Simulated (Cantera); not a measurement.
Charge: 1 mol Si₂H₆, 0.76 mol O₂, at 1748 K and 0.000170 bar.

Cantera equilibrium calculation (NASA polynomials, part measured and part estimated; ideal gas, pure solids and liquids). The feed counts by its element totals alone. Gases not in the tables: Si₂H₆ and higher silanes. Rates play no part.

| species | before | after |
|---|---|---|
| H₂ | 0.646 | 1.00 |
| SiO | 0.331 | <1e-9 |
| H | 0.0141 | <1e-9 |
| Si | 0.00856 | <1e-9 |
| SiH | 0.000119 | <1e-9 |
| Si₂ | 4.40e-5 | <1e-9 |
| SiH₂ | 1.33e-5 | <1e-9 |
| Si₃ | 1.08e-5 | <1e-9 |
| Si(l), mol | 0.440 | 0 |
| Si(s), mol | 0 | 1.24 |
| SiO₂(α-quartz), mol | 0 | 0.760 |
Gas species are given as mole fractions.

Q: Name the change that produced these shifts.
A. temperature from 1748 K to 800 K
B. pressure from 0.000170 bar to 0.0460 bar
C. O₂ from 0.76 to 1.1 mol
D. pressure from 0.000170 bar to 0.100 bar

A: A, temperature from 1748 K to 800 K
